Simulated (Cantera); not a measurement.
Mixture: CH4 : C2H6 : C3H8 : O2 : N2 = 1 : 0.21 : 0.035 : 5.39 : 20.3 (molar parts), equivalence ratio 0.54, at 1000000 Pa, adiabatic and at constant pressure. Ignition delay is the time to a rise of 400 K.

Detailed kinetics in Cantera: GRI-Mech 3.0 (53 species, 325 reactions).

Question: What does this change do: C3H8 0.035 to 0.014 parts?

Answer: 
| quantity | before | after |
|---|---|---|
| delay at 1150 K | 1.74 ms | 1.88 ms |
| delay at 1350 K | 0.118 ms | 0.124 ms |
| delay at 1550 K | 20.0 µs | 21.3 µs |
| delay at 1750 K | 5.56 µs | 5.94 µs |
| delay at 1950 K | 2.18 µs | 2.30 µs |
| apparent activation energy between 1850 and 2050 K | 130 kJ/mol | 130 kJ/mol |

Question: What does this change do: 2.3 parts H2 added?

Answer: 
| quantity | before | after |
|---|---|---|
| delay at 1150 K | 1.74 ms | 0.656 ms |
| delay at 1350 K | 0.118 ms | 29.8 µs |
| delay at 1550 K | 20.0 µs | 6.41 µs |
| delay at 1750 K | 5.56 µs | 2.26 µs |
| delay at 1950 K | 2.18 µs | 1.04 µs |
| apparent activation energy between 1850 and 2050 K | 130 kJ/mol | 110 kJ/mol |

Question: What does this change do: pressure from 1000000 Pa to 300000 Pa?

Answer: 
| quantity | before | after |
|---|---|---|
| delay at 1150 K | 1.74 ms | 3.08 ms |
| delay at 1350 K | 0.118 ms | 0.224 ms |
| delay at 1550 K | 20.0 µs | 41.8 µs |
| delay at 1750 K | 5.56 µs | 12.7 µs |
| delay at 1950 K | 2.18 µs | 5.49 µs |
| apparent activation energy between 1850 and 2050 K | 130 kJ/mol | 110 kJ/mol |
